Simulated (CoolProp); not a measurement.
n-undecane along the isotherm 346.85 °C: fugacity coefficient from the reference equation and from simpler models built on Tc = 365.7 °C, pc = 1990 kPa, ω = 0.539; each cubic takes its own stable root.

Model: reference Helmholtz-energy equation of state, Aleksandrov 2011, in CoolProp. It is a short technical equation, of lower accuracy than the large ones.

```json
[
 {"p (kPa)": "1660", "phase": "liquid", "reference": "0.6313"},
 {"p (kPa)": "3320", "phase": "liquid", "reference": "0.3559"},
 {"p (kPa)": "4980", "phase": "liquid", "reference": "0.2654"},
 {"p (kPa)": "6630", "phase": "liquid", "reference": "0.2219"},
 {"p (kPa)": "8290", "phase": "liquid", "reference": "0.1971"},
 {"p (kPa)": "9950", "phase": "liquid", "reference": "0.1820"},
 {"p (kPa)": "11600", "phase": "liquid", "reference": "0.1726"},
 {"p (kPa)": "13300", "phase": "liquid", "reference": "0.1666"},
 {"p (kPa)": "14900", "phase": "liquid", "reference": "0.1634"},
 {"p (kPa)": "16600", "phase": "liquid", "reference": "0.1619"},
 {"p (kPa)": "18200", "phase": "liquid", "reference": "0.1619"},
 {"p (kPa)": "19900", "phase": "liquid", "reference": "0.1631"}
]
```

### Question
How far does each simpler model (Redlich-Kwong, Peng-Robinson) lie from the reference over these 12 states: mean and median of the absolute difference, and the worst?

### Answer
- Redlich-Kwong: mean 25.7 %, median 26.8 %, worst +36.5 % at 346.85 °C and 19900 kPa
- Peng-Robinson: mean 6.8 %, median 7.4 %, worst +8.2 % at 346.85 °C and 19900 kPa

At some of these states Redlich-Kwong gives the other phase, because its saturation line lies elsewhere.
